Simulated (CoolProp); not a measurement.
Vapour-liquid equilibrium of cyclohexane (1) + benzene (2) at 0.275 bar; x and y are mole fractions of (1).

Model: multi-fluid Helmholtz-energy mixture model, Zhou 2014 and Thol 2012; pair parameters Bell 2016, in CoolProp.

| x | bubble temperature, mixture model (K) | bubble temperature, Raoult's law (K) | y, mixture model | y, Raoult's law |
|---|---|---|---|---|
| 0.05 | 315.4 | 316.1 | 0.076 | 0.050 |
| 0.2 | 314.0 | 316.1 | 0.249 | 0.201 |
| 0.35 | 313.3 | 316.0 | 0.380 | 0.352 |
| 0.5 | 313.1 | 316.0 | 0.496 | 0.502 |
| 0.65 | 313.4 | 316.0 | 0.617 | 0.652 |
| 0.8 | 314.1 | 316.0 | 0.755 | 0.801 |
| 0.95 | 315.3 | 315.9 | 0.930 | 0.950 |

The largest gap from Raoult's law is -2.9 K in bubble temperature, at x = 0.5. y crosses x between x = 0.35 and 0.5: the model has an azeotrope there.

The pair parameters rest on a limited set of measurements; away from them the model extrapolates.
